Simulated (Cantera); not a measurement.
A freely propagating, adiabatic, planar premixed flame of 5.56 % C₃H₈, 19.9 % O₂, 74.6 % N₂, equivalence ratio 1.4, unburnt at 625 K and 210 Torr; unity-Lewis-number transport, grid criteria slope 0.08 and curve 0.16, no radiation.

Computed with Cantera and GRI-Mech 3.0 (53 species, 325 reactions). GRI-Mech 3.0 was tuned for natural gas; its chemistry of propane as a main component is partial and can be far from experiment. Unity Lewis numbers drop preferential diffusion, which matters most where H2 and H carry the flame. Burning velocities carry a grid error of a few per cent, more on coarse grids.

x: mole fraction of selected species; z is measured from the peak of heat release.

```csv
z (mm),T (K),u (m/s),x C₃H₈,x O₂,x NO,x CH₂CO,x HCN,x NO₂
-3.55,626,0.977,0.0556,0.199,1.54e-8,6.97e-7,1.26e-8,<1e-8
-2.37,630,0.985,0.0553,0.198,1.47e-7,6.66e-6,1.20e-7,1.19e-8
-1.78,646,1.01,0.0544,0.196,5.84e-7,2.64e-5,4.75e-7,4.44e-8
-1.18,734,1.16,0.0493,0.183,3.15e-6,0.000140,2.51e-6,1.80e-7
-0.592,(withheld),1.89,(withheld),(withheld),(withheld),(withheld),(withheld),(withheld)
-0.296,(withheld),2.63,(withheld),(withheld),(withheld),(withheld),(withheld),(withheld)
0,1867,3.35,0.000115,0.0284,4.62e-5,0.000482,3.06e-5,<1e-8
0.296,2016,3.64,8.98e-8,0.00936,7.03e-5,5.60e-5,2.74e-5,<1e-8
0.592,2050,3.70,<1e-8,0.00428,8.89e-5,3.97e-6,1.67e-5,<1e-8
1.18,2067,3.73,<1e-8,0.00267,0.000105,3.38e-8,4.92e-6,<1e-8
2.37,2086,3.76,<1e-8,0.00223,0.000112,<1e-8,4.87e-7,<1e-8
4.73,2113,3.80,<1e-8,0.00183,0.000118,<1e-8,1.67e-8,<1e-8
9.47,2150,3.85,<1e-8,0.00130,0.000127,<1e-8,<1e-8,<1e-8
```

Task: Complete the blanks.

Result: 
- -0.592, T (K): 1135
- -0.592, x C₃H₈: 0.0256
- -0.592, x O₂: 0.126
- -0.592, x NO: 1.55e-5
- -0.592, x CH₂CO: 0.000664
- -0.592, x HCN: 1.19e-5
- -0.592, x NO₂: 2.91e-7
- -0.296, T (K): 1512
- -0.296, x C₃H₈: 0.00654
- -0.296, x O₂: 0.0733
- -0.296, x NO: 2.79e-5
- -0.296, x CH₂CO: 0.00102
- -0.296, x HCN: 2.11e-5
- -0.296, x NO₂: 9.17e-8
